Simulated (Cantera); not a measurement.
Feed: 1 mol Ti, 4.9 mol CO2, 4 mol H2, equilibrated at 1550 K and 23.0 Pa.

Equilibrium computed with Cantera from the NASA thermochemical tables; the gas is ideal and each condensed phase is pure. Candidate condensed phases: C, C6H6, C7H8, C8H18, H2O, Ti, TiC, TiO, TiO2, Ti2O3, Ti3O5, Ti4O7; 113 gas species. The numbers say what is thermodynamically allowed, not how fast it happens.

Task: What is the equilibrium state?

Result: 
```
Quantity                                 Value
-----------------------------------  ---------
x(CO)                                    0.426
x(H2)                                    0.247
x(H2O)                                   0.201
x(CO2)                                   0.124
x(H)                                   0.00103
x(OH)                                  2.83e-5
n(TiO2(rutile))                       1.00 mol
gas amount                           8.905 mol
log10 activity of Ti4O7(s) (absent)      -1.55
log10 activity of Ti3O5(s) (absent)      -1.69
log10 activity of Ti2O3(s) (absent)      -2.21
```
